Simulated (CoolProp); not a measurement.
Propyne along the isobar 14.5 MPa: Z from the reference equation and from simpler models built on Tc = 129.6 °C, pc = 5.658 MPa, ω = 0.204; each cubic takes its own stable root.

Values from CoolProp's reference Helmholtz-energy equation of state, Polt 1992. This equation is an older, rougher fit; its heat capacities, sound speeds and derivatives of the liquid may be far off and weren't checked against measurements.

```tsv
T (°C)	phase	reference
73.45	liquid	0.3588
82.55	liquid	0.3586
91.65	liquid	0.3592
100.75	liquid	0.3607
109.85	liquid	0.3634
118.95	liquid	0.3672
128.05	liquid	0.3725
137.15	supercritical	0.3796
146.25	supercritical	0.3889
155.35	supercritical	0.4008
164.45	supercritical	0.4162
173.55	supercritical	0.4359
182.65	supercritical	0.4603
191.75	supercritical	0.4894
200.85	supercritical	0.5216
```

### Question
How far does each simpler model (van der Waals, Redlich-Kwong, Soave-Redlich-Kwong, Peng-Robinson) lie from the reference over these 15 states: mean and median of the absolute difference, and the worst?

### Answer
- van der Waals: mean 33.7 %, median 37.4 %, worst +49.8 % at 73.45 °C and 14.5 MPa
- Redlich-Kwong: mean 10.2 %, median 11.5 %, worst +12.1 % at 128.05 °C and 14.5 MPa
- Soave-Redlich-Kwong: mean 12.2 %, median 12.5 %, worst +14.9 % at 173.55 °C and 14.5 MPa
- Peng-Robinson: mean 3.1 %, median 2.8 %, worst +5.9 % at 182.65 °C and 14.5 MPa
